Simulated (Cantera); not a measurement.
A perfectly stirred reactor is fed with H2 : O2 : N2 = 1.4 : 1 : 0.68 (molar parts), at 0.133 bar; it is held at 1373 K, and followed from long to short residence time.

Computed with Cantera and the H2/O2 subset of GRI-Mech 3.0, which has no nitrogen chemistry. The temperature is held fixed by assumption; the heat of reaction is taken as removed at once.

x: mole fraction; the columns are a selection and need not sum to one.

| τ (s) | x H2 | x O2 | x H | x H2O2 | x OH | x HO2 | x H2O |
|---|---|---|---|---|---|---|---|
| 4.2 | 0.000200 | 0.126 | 1.25e-5 | 2.97e-7 | 0.000832 | 2.46e-6 | 0.587 |
| 1.5 | 0.000399 | 0.126 | 3.56e-5 | 4.72e-7 | 0.00118 | 4.50e-6 | 0.587 |
| 0.52 | 0.000811 | 0.126 | 0.000104 | 7.37e-7 | 0.00169 | 7.96e-6 | 0.586 |
| 0.18 | … | 0.126 | … | … | … | … | 0.584 |
| 0.063 | … | 0.126 | … | … | … | … | 0.581 |
| 0.022 | 0.00642 | 0.127 | 0.00246 | 2.23e-6 | 0.00488 | 2.54e-5 | 0.574 |
| 0.0077 | 0.0123 | 0.128 | 0.00676 | 2.92e-6 | 0.00687 | 3.03e-5 | 0.560 |
| 0.0027 | 0.0224 | 0.131 | 0.0177 | 3.49e-6 | 0.00949 | 3.34e-5 | 0.534 |
| 0.00094 | 0.0382 | 0.137 | 0.0425 | 3.69e-6 | 0.0126 | 3.43e-5 | 0.486 |
| 0.00033 | 0.0582 | 0.145 | 0.0861 | 3.39e-6 | 0.0157 | 3.31e-5 | 0.414 |

Q: Some entries are withheld; supply them.

A: 
- 0.18, x H2: 0.00164
- 0.18, x H: 0.000304
- 0.18, x H2O2: 1.11e-6
- 0.18, x OH: 0.00241
- 0.18, x HO2: 1.30e-5
- 0.063, x H2: 0.00327
- 0.063, x H: 0.000869
- 0.063, x H2O2: 1.61e-6
- 0.063, x OH: 0.00343
- 0.063, x HO2: 1.92e-5
